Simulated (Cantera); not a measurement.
An isothermal, constant-pressure homogeneous reactor starts with CH₄ : H₂O : H₂ = 1 : 1.3 : 0.1 (molar parts), at 1825 K and 100000 Pa.

Detailed kinetics in Cantera: GRI-Mech 3.0 (53 species, 325 reactions).

Question: Predict: x(CH₄) at 2.00 s; x(H₂O) at 2.00 s; x(H₂) at 2.00 s; x(OH) at 2.00 s.

Answer: 
- x(CH₄) at 2.00 s: 0.00141 (gas-phase equilibrium 2.20e-7)
- x(H₂O) at 2.00 s: 0.0660 (gas-phase equilibrium 0.0631)
- x(H₂) at 2.00 s: 0.706 (gas-phase equilibrium 0.709)
- x(OH) at 2.00 s: 2.43e-6 (gas-phase equilibrium 2.32e-6)
